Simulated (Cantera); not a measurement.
Transport properties of process gases

Gas mixture: N2O = 0.21 (molar parts), at 1.01 bar, frozen composition.

Cantera's kinetic-theory transport with the Lennard-Jones parameters of GRI-Mech 3.0, ideal gas; thermal conductivity in the multicomponent form. The composition is frozen, though it would react at the higher temperatures.

| T (K) | ρ (kg/m³) | cp (J/kg/K) | μ (µPa s) | λ (mW/m/K) | Pr | D (cm²/s) CO2 | D (cm²/s) N2 | D (cm²/s) H2O |
|---|---|---|---|---|---|---|---|---|
| 400 | 1.34 | 970.3 | 19.5 | 25.3 | 0.746 | 0.192 | 0.264 | 0.292 |
| 650 | 0.825 | 1127 | 29.1 | 44.1 | 0.744 | 0.467 | 0.617 | 0.743 |
| 900 | 0.596 | 1227 | 37.1 | 61.4 | 0.741 | 0.828 | 1.08 | 1.35 |
| 1150 | 0.466 | 1285 | 44.1 | 76.8 | 0.738 | 1.26 | 1.62 | 2.09 |
| 1400 | 0.383 | 1327 | 50.5 | 91.0 | 0.736 | 1.77 | 2.26 | 2.95 |
| 1650 | 0.325 | 1359 | 56.4 | 104 | 0.734 | 2.33 | 2.97 | 3.91 |
| 1900 | 0.282 | 1384 | 61.9 | 117 | 0.733 | 2.95 | 3.75 | 4.98 |
| 2150 | 0.249 | 1402 | 67.2 | 129 | 0.732 | 3.63 | 4.61 | 6.14 |
| 2400 | 0.223 | 1416 | 72.2 | 140 | 0.731 | 4.36 | 5.53 | 7.39 |
D: mixture-averaged diffusion coefficient of that species in the mixture.
